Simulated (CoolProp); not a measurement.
Isohexane at several states: density (kg/m³) from the reference equation and from simpler models built on Tc = 497.7 K, pc = 30.43 bar, ω = 0.280; each cubic takes its own stable root.

The numbers come from the reference Helmholtz-energy equation of state, Lemmon 2006 in CoolProp. It is a short technical equation, of lower accuracy than the large ones.

| T (K) | p (bar) | phase | reference | Redlich-Kwong | Soave-Redlich-Kwong | Peng-Robinson |
|---|---|---|---|---|---|---|
| 248.4 | 7.5 | liquid | 693.4 | 618.1 | 632.5 | 711.2 |
| 200 | 0.108 | liquid | 734.6 | 651.2 | 660.6 | 740.9 |
| 547.4 | 0.107 | gas | 0.2028 | 0.2028 | 0.2028 | 0.2028 |
| 210 | 0.112 | liquid | 725.9 | 644.6 | 655.1 | 735.1 |
| 246.3 | 29.8 | liquid | 696.9 | 622.5 | 635.9 | 714.5 |
